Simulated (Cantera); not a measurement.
Cantera with NASA thermochemical tables; ideal gases at 1 bar, condensed phases pure. Values are per mole of reaction as written; species without (g) are pure solids or liquids, kept so even where they would boil at 1 bar.

2 H2(g) + O2(g) = 2 H2O(g)

```
T (K)  ΔH° (kJ)  ΔS° (J/K)  ΔG° (kJ)  log10 K
-----  --------  ---------  --------  -------
1873          ?          ?         ?        ?
1923     -502.4     -115.7    -280.0     7.61
1973     -502.6     -115.8    -274.2     7.26
2023     -502.7     -115.8    -268.4     6.93
2073          ?          ?         ?        ?
```

Question: Fill in the missing entries.

Answer: 
- 1873, ΔH° (kJ): -502.3
- 1873, ΔS° (J/K): -115.6
- 1873, ΔG° (kJ): -285.8
- 1873, log10 K: 7.97
- 2073, ΔH° (kJ): -502.9
- 2073, ΔS° (J/K): -115.9
- 2073, ΔG° (kJ): -262.6
- 2073, log10 K: 6.62
